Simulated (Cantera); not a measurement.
## Oxide etching and cleaning by halides: B₂O₃ + HF + H₂

Input: 1 mol B₂O₃, 11 mol HF, 31 mol H₂, held at 0.100 bar.

Method: chemical equilibrium by Gibbs-energy minimisation in Cantera with the NASA 1993 tables (ideal gas, pure condensed phases). Candidate condensed phases: B, B₂O₃, B₃O₃H₃, H₂O; 43 gas species. The tables' values for BF₂ are old estimates; treat these amounts as uncertain. Gases not in the tables: H₃BO₃. Equilibrium is a limit: real reactors are often held back by kinetics, nucleation or transport.

```csv
T (K),x H₂,x HF,x H₂O,x BF₃,x BOF,x H,x HBO₂,x B₃O₃F₃
1075,0.756,0.124,0.0720,0.0477,0.000148,4.03e-8,2.20e-5,0.000296
1150,0.755,0.127,0.0702,0.0459,0.000727,2.05e-7,0.000110,0.000636
1225,0.753,0.133,0.0667,0.0428,0.00264,8.55e-7,0.000384,0.000904
1300,0.749,0.143,0.0612,0.0380,0.00706,3.03e-6,0.000929,0.000785
1375,0.744,0.155,0.0537,0.0312,0.0140,9.35e-6,0.00155,0.000390
1450,0.738,0.169,0.0455,0.0235,0.0217,2.57e-5,0.00194,0.000123
1525,0.733,0.182,0.0381,0.0165,0.0285,6.40e-5,0.00207,3.07e-5
1600,0.729,0.192,0.0324,0.0108,0.0340,0.000147,0.00204,7.01e-6
1675,0.725,0.199,0.0283,0.00680,0.0379,0.000313,0.00198,1.58e-6
1750,0.723,0.204,0.0256,0.00411,0.0404,0.000625,0.00192,3.68e-7
1825,0.721,0.207,0.0240,0.00244,0.0420,0.00118,0.00188,9.05e-8
1900,0.720,0.209,0.0230,0.00144,0.0428,0.00213,0.00186,2.39e-8
```
x: gas mole fraction; nothing condenses.

From 1075 K to 1900 K nothing is condensed.
